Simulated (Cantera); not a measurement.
A Cantera script and its output.

```python
import numpy as np
import cantera as ct

gas = ct.Solution("h2o2.yaml")
gas.TPX = 650, 150000, {'H2': 1, 'O2': 0.667, 'N2': 2.51}
flame = ct.FreeFlame(gas, width=0.03)
flame.set_refine_criteria(ratio=3, slope=0.08, curve=0.16)
flame.transport_model = "mixture-averaged"
flame.solve(loglevel=0, auto=True)
z, T = flame.grid, flame.T
thick = (T[-1] - T[0]) / np.gradient(T, z).max()
show = ['H2', 'O2', 'H2O', 'H2O2', 'O', 'HO2']
print(f"laminar burning velocity  {flame.velocity[0] * 100:.3f} cm/s")
print(f"burnt temperature         {T[-1]:.1f} K")
print(f"thermal thickness         {thick * 1e3:.4f} mm")
print(f"grid points               {len(z)}")
z0 = z[flame.heat_release_rate.argmax()]
print(f"{'z/mm':>9s}{'T/K':>9s}{'u/(m/s)':>9s}" + "".join(f"{s:>11s}" for s in show))
rows = []
for k in (-3, -2, -1.5, -1, -0.5, -0.25, 0, 0.25, 0.5, 1, 2, 4, 8):
    zz = z0 + k * thick
    rows.append([k * thick, np.interp(zz, z, T), np.interp(zz, z, flame.velocity),
                 *(np.interp(zz, z, flame.X[gas.species_index(s)]) for s in show)])
    print(f"{rows[-1][0] * 1e3:9.3f}{rows[-1][1]:9.1f}{rows[-1][2]:9.3f}" + "".join(f"{x:11.3e}" for x in rows[-1][3:]))
```

Result:

```
laminar burning velocity  680.423 cm/s
burnt temperature         2339.4 K
thermal thickness         0.2745 mm
grid points               126
     z/mm      T/K  u/(m/s)         H2         O2        H2O       H2O2          O        HO2
   -0.823    650.0    6.804  2.394e-01  1.597e-01  4.216e-12  6.043e-15  1.896e-15  3.939e-12
   -0.549    650.0    6.804  2.394e-01  1.597e-01  3.706e-10  7.264e-13  9.168e-13  4.672e-10
   -0.412    650.0    6.804  2.394e-01  1.597e-01  5.431e-09  1.322e-11  2.440e-11  8.224e-09
   -0.274    650.1    6.803  2.392e-01  1.597e-01  6.756e-07  3.031e-09  7.384e-09  1.210e-06
   -0.137    672.6    6.981  2.315e-01  1.604e-01  1.251e-03  5.956e-06  1.344e-05  3.032e-04
   -0.069    882.1    8.917  1.940e-01  1.551e-01  2.240e-02  1.920e-05  4.876e-04  2.612e-04
    0.000   1286.1   12.614  1.061e-01  1.179e-01  1.026e-01  9.186e-06  5.780e-03  1.322e-04
    0.069   1580.9   15.330  4.243e-02  7.206e-02  1.804e-01  4.017e-06  1.266e-02  6.882e-05
    0.137   1733.6   16.702  2.714e-02  5.762e-02  2.046e-01  2.244e-06  1.390e-02  4.618e-05
    0.274   1892.6   18.068  2.211e-02  5.217e-02  2.181e-01  1.197e-06  1.180e-02  3.142e-05
    0.549   2044.4   19.322  1.749e-02  4.901e-02  2.306e-01  7.041e-07  8.490e-03  2.006e-05
    1.098   2171.6   20.338  1.203e-02  4.671e-02  2.429e-01  4.730e-07  5.348e-03  1.196e-05
    2.196   2264.8   21.065  7.049e-03  4.539e-02  2.532e-01  3.564e-07  2.951e-03  7.328e-06
```

Model: the H2/O2 subset of GRI-Mech 3.0, which has no nitrogen chemistry, integrated in Cantera. Burning velocities carry a grid error of a few per cent, more on coarse grids.
